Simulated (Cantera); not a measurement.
## Gas-phase reforming

A perfectly stirred reactor is fed with CH₄ : CO₂ : H₂ = 1 : 1 : 0.2 (molar parts), at 0.240 bar; it is held at 2150 K, and followed from long to short residence time.

Model: GRI-Mech 3.0 (53 species, 325 reactions), integrated in Cantera.

| τ (s) | x CH₄ | x CO₂ | x H₂ | x CH₂ | x HCO |
|---|---|---|---|---|---|
| 0.55 | 0.00181 | 0.00342 | 0.500 | 5.93e-6 | 1.91e-7 |
| 0.22 | 0.00297 | 0.00568 | 0.488 | 8.95e-6 | 2.19e-7 |
| 0.088 | 0.00489 | 0.00956 | 0.469 | 1.33e-5 | 2.89e-7 |
| 0.035 | 0.00806 | 0.0164 | 0.441 | 1.94e-5 | 4.47e-7 |
| 0.014 | 0.0132 | 0.0284 | 0.403 | 2.75e-5 | 7.62e-7 |
| 0.0055 | 0.0224 | 0.0511 | 0.360 | 3.76e-5 | 1.33e-6 |
| 0.0022 | 0.0393 | 0.0937 | 0.328 | 4.70e-5 | 2.26e-6 |
| 0.00088 | 0.0724 | 0.166 | 0.317 | 5.29e-5 | 3.76e-6 |
| 0.00035 | 0.131 | 0.258 | 0.309 | 5.52e-5 | 6.08e-6 |
| 0.00014 | 0.216 | 0.343 | 0.266 | 5.50e-5 | 8.32e-6 |
x: mole fraction; the columns are a selection and need not sum to one.
